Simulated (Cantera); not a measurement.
Charge: 1 mol Si₂Cl₆, 0.45 mol N₂, held at 1050 K and 10.0 Torr.

Method: chemical equilibrium by Gibbs-energy minimisation in Cantera with the NASA 1993 tables (ideal gas, pure condensed phases). Candidate condensed phases: Si, Si₃N₄; 13 gas species. The feed counts by its element totals alone. N₂ is the only nitrogen source here; it is nearly inert below about 1500 K, so the nitride shown seldom forms there in practice. The tables' values for SiCl₃ are old estimates; treat these amounts as uncertain. Kinetics and transport are ignored.

Base state: SiCl₄ 0.925, N₂ 0.0725, SiCl₃ 0.00208, SiCl₂ 8.44e-5 (mole fractions); condensed: Si₃N₄(s).

Problem. What changes in the equilibrium state with this change: 0.65 mol HF added?

Solution. 
```
species        before     after
-------------  ------  --------
SiCl₄           0.925     0.610
HCl                 0     0.215
SiF₄                0    0.0720
H₂                  0    0.0359
N₂             0.0725    0.0644
SiHCl₃              0   0.00106
HF                  0  0.000175
SiHF₃               0   6.94e-5
Si₃N₄(s), mol   0.166     0.152
```
The tables' values for SiCl₃, SiF₃ are old estimates; treat these amounts as uncertain. Further candidate phases: NH₄Cl.
